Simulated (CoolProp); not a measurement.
A single-stage vapour-compression cycle with R1233zd(E): evaporating at 298.15 K (dew point), condensing at 335.15 K (bubble point), superheat 2 K, subcooling 0 K, compressor efficiency 0.8, no pressure losses. Each further row changes one setting.

Computed with CoolProp (reference Helmholtz-energy equation of state, Akasaka 2022).

| case | cooling COP | pressure ratio | discharge temperature (K) | refrigerating effect (kJ/kg) | volumetric capacity (kJ/m³) |
|---|---|---|---|---|---|
| as stated | 5.48 | 3.17 | 338.9 | 147 | 1050 |
| evaporating temperature 303.15 K | 6.58 | 2.66 | 338.4 | 150 | 1270 |
| condensing temperature 330.15 K | 6.51 | 2.76 | 334.0 | 153 | 1100 |
| subcooling 5 K | 5.72 | 3.17 | 338.9 | 153 | 1100 |
| superheat 12 K | 5.56 | 3.17 | 349.1 | 155 | 1070 |
| compressor efficiency 0.7 | 4.80 | 3.17 | 343.1 | 147 | 1050 |
